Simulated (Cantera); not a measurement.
Cantera run:

```python
import numpy as np
import cantera as ct

gas_names = """
    Cr CrO CrO2 CrO3 H HO2 H2 H2O H2O2 O OH O2 O3
""".split()
cond_names = """
    Cr(cr) Cr(L) Cr2O3(s) Cr2O3(L) H2O(s) H2O(L)
""".split()


def load(file, names, dense=False):
    # The tables refer to 1 bar. Condensed volumes are neglected.
    table = {s.name: s for s in ct.Species.list_from_file(file)}
    out = []
    for n in names:
        d = dict(table[n].input_data)
        d["thermo"] = dict(d["thermo"], **{"reference-pressure": 1e5})
        if dense:
            d["equation-of-state"] = {"model": "constant-volume", "density": "1e6 g/cm^3"}
        out.append(ct.Species.from_dict(d))
    return out


gas = ct.Solution(thermo="ideal-gas", species=load("nasa_gas.yaml", gas_names))
cond = {s.name: ct.Solution(thermo="fixed-stoichiometry", species=[s], name=s.name)
        for s in load("nasa_condensed.yaml", cond_names, dense=True)}
atoms = {
    'Cr': {'Cr': 1},
    'O2': {'O': 2},
    'H2': {'H': 2},
}
top_T = {}  # K; cautious upper limits of use, not melting points


def equilibrate(T, P, feed):
    n = {}
    for name, mol in feed.items():
        for a, k in atoms[name].items():
            n[a] = n.get(a, 0.0) + k * mol
    gas.TPX = T, P, n
    mass = sum(n.values()) * gas.mean_molecular_weight
    gas.equilibrate("TP")
    valid = [c for c in cond.values() if c.min_temp <= T <= top_T.get(c.name, c.max_temp)]
    mix = ct.Mixture([(gas, mass / gas.mean_molecular_weight)] + [(c, 0.0) for c in valid])
    mix.T, mix.P = T, P
    mix.equilibrate("TP", solver="vcs", rtol=1e-11, max_steps=5000)
    return mix


results = []
feed = {'Cr': 1, 'O2': 0.091, 'H2': 460}  # mol
T = 2223.15  # K
P = 101325  # Pa
mix = equilibrate(T, P, feed)
results.append((T, P, feed, dict(zip(mix.species_names, mix.species_moles))))
print(gas.report(threshold=0.001))
for i in range(1, mix.n_phases):
    print(f"{mix.phase(i).name:16s} {mix.phase_moles(i):12.5e} mol")
```

Result:

```
       temperature   2223.2 K
          pressure   1.0132e+05 Pa
           density   0.011643 kg/m^3
  mean mol. weight   2.124 kg/kmol
   phase of matter   gas

                          1 kg             1 kmol
                     ---------------   ---------------
          enthalpy        2.9512e+07        6.2683e+07  J
   internal energy         2.081e+07        4.4199e+07  J
           entropy             90559        1.9234e+05  J/K
    Gibbs function       -1.7181e+08       -3.6493e+08  J
 heat capacity c_p             16391             34814  J/K
 heat capacity c_v             12476             26500  J/K

                      mass frac. Y      mole frac. X     chem. pot. / RT
                     ---------------   ---------------   ---------------
                Cr          0.052917         0.0021616           -8.4721
                 H         0.0030092         0.0063408           -9.9092
                H2           0.94072            0.9911           -19.818
     [  +10 minor]         0.0033548        0.00039354

Cr(L)             0.00000e+00 mol
Cr2O3(s)          0.00000e+00 mol
```

Method: chemical equilibrium by Gibbs-energy minimisation in Cantera with the NASA 1993 tables (ideal gas, pure condensed phases).
